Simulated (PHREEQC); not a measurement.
Consider water at 3.2 °C with 86 mmol/kgw H2SiF6. Closed to the air; pH follows from the charge balance.

Computed with PHREEQC (ion-association model, wateq4f.dat).

Each row changes one thing in this solution. Precipitation was switched off in this run.

```tsv
case	pH	ionic strength (mol/kgw)	HF (mol/kgw)	H2F2 (mol/kgw)	F- (mol/kgw)	HF2- (mol/kgw)
as made	0.87	0.255	0.00547	0.000175	5.99e-5	1.06e-6
H2SiF6 from 0.086 to 0.0086 mol/kgw	1.84	0.0247	0.00241	3.21e-5	0.000187	1.38e-6
temperature from 3.2 to 85 °C	0.92	0.232	0.0518	0.000680	0.000140	3.22e-5
H2SiF6 replaced by NH4F at the same molality	6.54	0.0860	1.97e-5	2.18e-9	0.0860	5.26e-6
```

Complexes and solids missing from the database can't appear. Some of these states are supersaturated (in Quartz (slow to form), Chalcedony (slow to form), SiO2(a), for instance). Constants without temperature data keep their 25 °C values here. SiF6-2 is the database's only silicon fluoride.
